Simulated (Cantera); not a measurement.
Charge: 1 mol AlI₃, 38 mol N₂, held at 610 Pa.

Cantera equilibrium calculation (NASA polynomials, part measured and part estimated; ideal gas, pure solids and liquids). Candidate condensed phases: Al, AlI₃, AlN, I₂; 10 gas species. Rates play no part. All values below are at 1225 K.

Base state: N₂ 0.927, I 0.0725, I₂ 0.000344, AlI₃ 0.000326, AlI 1.73e-5 (mole fractions); condensed: AlN(s).

Question: What changes in the equilibrium state with this change: AlI₃ replaced by AlBr₃?

Answer: 
| species | before | after |
|---|---|---|
| N₂ | 0.927 | 0.974 |
| AlBr₃ | 0 | 0.0256 |
| Br | 0 | 0.000211 |
| I | 0.0725 | 0 |
| I₂ | 0.000344 | 0 |
| AlI₃ | 0.000326 | 0 |
| AlN(s), mol | 0.986 | 0.00249 |
Further candidate phases: AlBr₃, Br₂.
